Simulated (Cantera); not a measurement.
Charge: 1 mol SF6, 8.6 mol H2O, 0.13 mol O2, held at 2225 °C and 4300 Pa.

Cantera equilibrium calculation (NASA polynomials, part measured and part estimated; ideal gas, pure solids and liquids). Candidate condensed phases: H2O, H2SO4, S; 43 gas species. The numbers say what is thermodynamically allowed, not how fast it happens.

Base state: HF 0.426, H2O 0.326, SO2 0.0636, O2 0.0557, OH 0.0409, H2 0.0393, H 0.0238, O 0.0163 (mole fractions); condensed: gas only.

What changes in the equilibrium state with this change: temperature from 2225 °C to 725 °C?


| species | before | after |
|---|---|---|
| HF | 0.426 | 0.455 |
| H2O | 0.326 | 0.424 |
| SO2 | 0.0636 | 0.0701 |
| OH | 0.0409 | 3.41e-7 |
| H2 | 0.0393 | <1e-9 |
| H | 0.0238 | <1e-9 |
| O | 0.0163 | <1e-9 |
| O2 | 0.0557 | 0.0449 |
| SO | 0.00717 | <1e-9 |
| F | 0.000537 | <1e-9 |
| S | 0.000203 | <1e-9 |
| SH | 3.32e-5 | <1e-9 |

What changes in the equilibrium state with this change: temperature from 2225 °C to 1077 °C?


```json
[
 {"species": "HF", "before": "0.426", "after": "0.454"},
 {"species": "H2O", "before": "0.326", "after": "0.423"},
 {"species": "SO2", "before": "0.0636", "after": "0.0753"},
 {"species": "OH", "before": "0.0409", "after": "5.71e-5"},
 {"species": "H2", "before": "0.0393", "after": "1.91e-6"},
 {"species": "H", "before": "0.0238", "after": "1.59e-8"},
 {"species": "O", "before": "0.0163", "after": "4.43e-7"},
 {"species": "O2", "before": "0.0557", "after": "0.0475"},
 {"species": "S", "before": "0.000203", "after": "<1e-9"},
 {"species": "SO", "before": "0.00717", "after": "3.97e-8"},
 {"species": "SH", "before": "3.32e-5", "after": "<1e-9"}
]
```

What changes in the equilibrium state with this change: temperature from 2225 °C to 700 °C?


```
species    before    after
-------  --------  -------
HF          0.426    0.455
H2O         0.326    0.425
SO2        0.0636   0.0684
OH         0.0409  2.05e-7
H2         0.0393    <1e-9
H          0.0238    <1e-9
O          0.0163    <1e-9
O2         0.0557   0.0441
SO        0.00717    <1e-9
F        0.000537    <1e-9
```
